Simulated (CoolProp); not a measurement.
200 sccm (0 °C, 1 atm) of nitrogen bubbles through liquid 1,2-dichloroethane at 293.1 K and leaves saturated at a total pressure of 0.135 MPa (ideal gas phase). Each further row changes one setting.

Computed with CoolProp (reference Helmholtz-energy equation of state, Thol 2015).

```csv
case,vapour pressure (kPa),mole fraction of vapour,delivery (mg/min),delivery (sccm),change of delivery for a bath 1 K warmer (%)
as stated,8.22,…,57.3,…,5.4
bath temperature 298.1 K,10.5,0.0777,…,…,5.3
total pressure 0.27 MPa,8.22,0.0304,27.7,…,5.2
```

**Question.** Some entries are withheld; supply them.

**Answer.** 
- as stated, mole fraction of vapour: 0.0609
- as stated, delivery (sccm): 13.0
- bath temperature 298.1 K, delivery (mg/min): 74.4
- bath temperature 298.1 K, delivery (sccm): 16.8
- total pressure 0.27 MPa, delivery (sccm): 6.28
